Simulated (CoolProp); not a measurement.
Vapour-liquid equilibrium of trans-2-butene (1) + acetone (2) at 7.95 °C; x and y are mole fractions of (1).

Model: multi-fluid Helmholtz-energy mixture model, Lemmon 2005 and Lemmon 2006; pair parameters Bell 2016, in CoolProp.

```csv
x,bubble pressure (MPa),y at the bubble point,dew pressure at overall composition x (MPa),liquid density (mol/L)
0.05,0.03341,0.597,0.01470,13.66
0.15,0.06374,0.804,0.01638,13.31
0.25,0.08400,[?],[?],12.98
0.35,0.09673,0.886,[?],12.65
0.45,0.1045,[?],0.02493,12.35
0.55,[?],0.910,[?],12.06
0.65,0.1136,0.918,0.03813,11.79
0.75,0.1178,0.929,0.05172,11.54
0.85,0.1227,0.946,0.07938,[?]
0.95,0.1286,0.976,0.1236,11.11
```

Question: Some entries are withheld; supply them.

Answer: 
- 0.25, y at the bubble point: 0.861
- 0.25, dew pressure at overall composition x (MPa): 0.01850
- 0.35, dew pressure at overall composition x (MPa): 0.02124
- 0.45, y at the bubble point: 0.900
- 0.55, bubble pressure (MPa): 0.1096
- 0.55, dew pressure at overall composition x (MPa): 0.03016
- 0.85, liquid density (mol/L): 11.31

No azeotrope shows between x = 0.05 and 0.95.

Pair parameters are fitted to limited data, so mixtures are less certain than the pure fluids. With so large a gap from Raoult's law the liquid may split in two, which this calculation doesn't test in full.
